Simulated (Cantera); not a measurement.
An adiabatic, constant-volume homogeneous reactor starts with C3H8 : O2 : N2 = 1 : 7.35 : 27.6 (molar parts), equivalence ratio 0.68, at 1198 K and 0.868 atm. Integrator tolerance rtol = 1e-08.

Cantera simulation using GRI-Mech 3.0 (53 species, 325 reactions); the numbers are that mechanism's predictions, not measurements. GRI-Mech 3.0 was tuned for natural gas; its chemistry of propane as a main component is partial and can be far from experiment.

Problem. What does this change do: initial temperature 1198 to 1600 K?

Solution. 
```csv
quantity,before,after
time of steepest temperature rise,6.24 ms,34.9 µs
temperature at 0.200 s,2657 K,2801 K
equilibrium temperature,2657 K,2801 K
x(C3H8) at 0.200 s,<1e-12 (gas-phase equilibrium <1e-12),<1e-12 (gas-phase equilibrium <1e-12)
x(O2) at 0.200 s,0.0587 (gas-phase equilibrium 0.0587),0.0594 (gas-phase equilibrium 0.0594)
x(CO) at 0.200 s,0.0152 (gas-phase equilibrium 0.0152),0.0259 (gas-phase equilibrium 0.0259)
x(O) at 0.200 s,0.00513 (gas-phase equilibrium 0.00513),0.0104 (gas-phase equilibrium 0.0104)
x(CO2) at 0.200 s,0.0647 (gas-phase equilibrium 0.0647),0.0528 (gas-phase equilibrium 0.0528)
x(CH4) at 0.200 s,<1e-12 (gas-phase equilibrium <1e-12),<1e-12 (gas-phase equilibrium <1e-12)
```

Problem. What does this change do: N2 27.6 to 56 parts?

Solution. 
```tsv
quantity	before	after
time of steepest temperature rise	6.24 ms	9.54 ms
temperature at 0.200 s	2657 K	2236 K
equilibrium temperature	2657 K	2234 K
x(C3H8) at 0.200 s	<1e-12 (gas-phase equilibrium <1e-12)	<1e-12 (gas-phase equilibrium <1e-12)
x(O2) at 0.200 s	0.0587 (gas-phase equilibrium 0.0587)	0.0337 (gas-phase equilibrium 0.0331)
x(CO) at 0.200 s	0.0152 (gas-phase equilibrium 0.0152)	0.00145 (gas-phase equilibrium 0.00143)
x(O) at 0.200 s	0.00513 (gas-phase equilibrium 0.00513)	0.000485 (gas-phase equilibrium 0.000473)
x(CO2) at 0.200 s	0.0647 (gas-phase equilibrium 0.0647)	0.0444 (gas-phase equilibrium 0.0444)
x(CH4) at 0.200 s	<1e-12 (gas-phase equilibrium <1e-12)	<1e-12 (gas-phase equilibrium <1e-12)
```

Problem. What does this change do: constant pressure in place of constant volume?

Solution. 
```tsv
quantity	before	after
time of steepest temperature rise	6.24 ms	6.61 ms
temperature at 0.200 s	2657 K	2448 K
equilibrium temperature	2657 K	2448 K
x(C3H8) at 0.200 s	<1e-12 (gas-phase equilibrium <1e-12)	<1e-12 (gas-phase equilibrium <1e-12)
x(O2) at 0.200 s	0.0587 (gas-phase equilibrium 0.0587)	0.0594 (gas-phase equilibrium 0.0594)
x(CO) at 0.200 s	0.0152 (gas-phase equilibrium 0.0152)	0.00877 (gas-phase equilibrium 0.00877)
x(O) at 0.200 s	0.00513 (gas-phase equilibrium 0.00513)	0.00292 (gas-phase equilibrium 0.00292)
x(CO2) at 0.200 s	0.0647 (gas-phase equilibrium 0.0647)	0.0716 (gas-phase equilibrium 0.0716)
x(CH4) at 0.200 s	<1e-12 (gas-phase equilibrium <1e-12)	<1e-12 (gas-phase equilibrium <1e-12)
```
